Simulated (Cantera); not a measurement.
A Cantera script and what it prints.

```python
import numpy as np
import cantera as ct

gas_names = """
    H HNO HNO2 HNO3 HO2 H2 H2O H2O2 N NH NH2 NH3 NH2OH NO NO2 NO3 N2 N2H2 N2H4 N2O O OH O2 O3 Si SiH
    SiH2 SiH3 SiH4 SiN SiO SiO2 Si2 Si2N Si3
""".split()
cond_names = """
    H2O(s) H2O(L) Si(cr) Si(L) SiO2(Lqz) SiO2(hqz) SiO2(L) Si2N2O(s) Si3N4(a)
""".split()


# ... load() reads the species with a 1 bar reference pressure and builds the phases ...
atoms = {
    'Si3N4': {'Si': 3, 'N': 4},
    'H2O': {'H': 2, 'O': 1},
    'N2': {'N': 2},
}
top_T = {'Si2N2O(s)': 2100, 'Si3N4(a)': 2400}  # K; cautious upper limits of use, not melting points


# ... equilibrate(T, P, feed) seeds the gas with the atoms and calls Mixture.equilibrate('TP', solver="vcs", rtol=1e-11, max_steps=5000) ...
results = []
feed = {'Si3N4': 1, 'H2O': 3.3, 'N2': 150}  # mol
P = 0.43  # Pa
for T in [1623, 1673, 1723, 1773, 1823, 1873, 1923, 1973, 2023, 2073, 2123, 2173]:
    mix = equilibrate(T, P, feed)
    results.append((T, P, feed, dict(zip(mix.species_names, mix.species_moles))))

top = {s: max(r[3][s] / sum(r[3][g] for g in gas_names) for r in results) for s in gas_names}
cols = sorted((s for s in top if top[s] > 1e-06), key=lambda s: -top[s])[:8]
seen = [c for c in cond_names if any(r[3].get(c, 0) > 1e-12 for r in results)]
print("log10 of partial pressures in bar; condensed amounts in mol")
print(f"{'T/K':>10s}" + "".join(f"{s[:9]:>10s}" for s in cols + seen))
for T, P, feed, n in results:
    ng = sum(n[g] for g in gas_names)
    print(f"{T:10.4g}" + "".join(f"{np.log10(max(n[s] / ng * P / 1e5, 1e-99)):10.3f}" for s in cols)
          + "".join(f"{n.get(c, 0):10.4g}" for c in seen))
```

Result:

```
log10 of partial pressures in bar; condensed amounts in mol
       T/K        N2         H       SiO        H2       H2O         O        OH        NO
      1623    -5.385    -7.731    -7.090    -7.142    -8.097   -10.738   -10.064   -10.990
      1673    -5.386    -7.532    -7.090    -7.176    -8.105   -10.227    -9.779   -10.636
      1723    -5.386    -7.353    -7.091    -7.227    -8.124    -9.736    -9.510   -10.293
      1773    -5.387    -7.196    -7.092    -7.301    -8.166    -9.273    -9.270    -9.970
      1823    -5.389    -7.064    -7.094    -7.401    -8.263    -8.860    -9.083    -9.690
      1873    -5.390    -6.957    -7.095    -7.534    -8.460    -8.537    -8.993    -9.493
      1923    -5.392    -6.878    -7.096    -7.704    -8.788    -8.329    -9.027    -9.404
      1973    -5.392    -6.825    -7.097    -7.911    -9.232    -8.217    -9.169    -9.405
      2023    -5.393    -6.794    -7.098    -8.146    -9.745    -8.163    -9.375    -9.458
      2073    -5.393    -6.777    -7.098    -8.394   -10.282    -8.137    -9.609    -9.535
      2123    -5.394    -6.768    -7.098    -8.645   -10.821    -8.123    -9.851    -9.619
      2173    -5.394    -6.763    -7.099    -8.892   -11.348    -8.115   -10.091    -9.704
```

Method: chemical equilibrium by Gibbs-energy minimisation in Cantera with the NASA 1993 tables (ideal gas, pure condensed phases).
